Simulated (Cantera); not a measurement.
An isothermal, constant-pressure homogeneous reactor starts with H₂ : O₂ = 0.039 : 1 (molar parts), at 1448 K and 9.00 Torr. Integrator tolerance rtol = 1e-08.

Model: GRI-Mech 3.0 (53 species, 325 reactions), integrated in Cantera. Radical loss at walls, strong at low pressure, is not modelled. The temperature is held fixed by assumption; the heat of reaction is taken as removed at once.

Task: What does this change do: pressure from 9.00 Torr to 2.70 Torr?

Result: 
| quantity | before | after |
|---|---|---|
| x(H₂) at 20.0 s | 3.87e-7 (gas-phase equilibrium 3.29e-7) | 1.01e-5 (gas-phase equilibrium 6.01e-7) |
| x(O₂) at 20.0 s | 0.962 (gas-phase equilibrium 0.962) | 0.961 (gas-phase equilibrium 0.962) |
| x(HO₂) at 20.0 s | 7.96e-8 (gas-phase equilibrium 8.46e-8) | 4.62e-8 (gas-phase equilibrium 6.26e-8) |
| x(OH) at 20.0 s | 0.000145 (gas-phase equilibrium 0.000134) | 0.000741 (gas-phase equilibrium 0.000181) |
| x(O) at 20.0 s | 2.07e-5 (gas-phase equilibrium 1.76e-5) | 0.000541 (gas-phase equilibrium 3.21e-5) |

Task: What does this change do: O2 1 to 3.3 parts?

Result: 
```
quantity                                             before                                     after
----------------  -----------------------------------------  ----------------------------------------
x(H₂) at 20.0 s     3.87e-7 (gas-phase equilibrium 3.29e-7)   2.25e-7 (gas-phase equilibrium 9.97e-8)
x(O₂) at 20.0 s         0.962 (gas-phase equilibrium 0.962)       0.988 (gas-phase equilibrium 0.988)
x(HO₂) at 20.0 s    7.96e-8 (gas-phase equilibrium 8.46e-8)   3.72e-8 (gas-phase equilibrium 4.78e-8)
x(OH) at 20.0 s   0.000145 (gas-phase equilibrium 0.000134)  0.000112 (gas-phase equilibrium 7.48e-5)
x(O) at 20.0 s      2.07e-5 (gas-phase equilibrium 1.76e-5)   4.02e-5 (gas-phase equilibrium 1.78e-5)
```
